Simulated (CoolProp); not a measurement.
Computed with CoolProp (reference Helmholtz-energy equation of state, Span 2000).

### Question
Give the vapour pressure (kPa), liquid density (kg/m³), liquid cp (kJ/(kg K)), vapour Z of saturated nitrogen at 86.8, 92.2, 113.8 K.

### Answer
```tsv
T (K)	p (kPa)	liquid density (kg/m³)	liquid cp (kJ/(kg K))	vapour Z
86.8	271	761	2.11	0.914
92.2	433	733	2.17	0.881
113.8	1820	590	3.09	0.668
```
